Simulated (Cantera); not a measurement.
**Thermodynamics of chlorosilane synthesis and conversion, feed Si + Cl2 + H2**

A closed system holds: 1 mol Si, 0.64 mol Cl2, 1.4 mol H2, held at 952 °C and 2480 Torr.

Cantera equilibrium calculation (NASA polynomials, part measured and part estimated; ideal gas, pure solids and liquids). Candidate condensed phases: Si; 19 gas species. The tables' values for SiCl3 are old estimates; treat these amounts as uncertain. The numbers say what is thermodynamically allowed, not how fast it happens.

x(H2): 0.759
x(SiCl4): 0.113
x(SiHCl3): 0.0706
x(HCl): 0.0380
x(SiCl3): 0.00817
x(SiH2Cl2): 0.00587
x(SiCl2): 0.00465
x(SiH3Cl): 0.000135
x(SiH4): 1.29e-6
n(Si(s)): 0.653 mol
gas amount: 1.708 mol
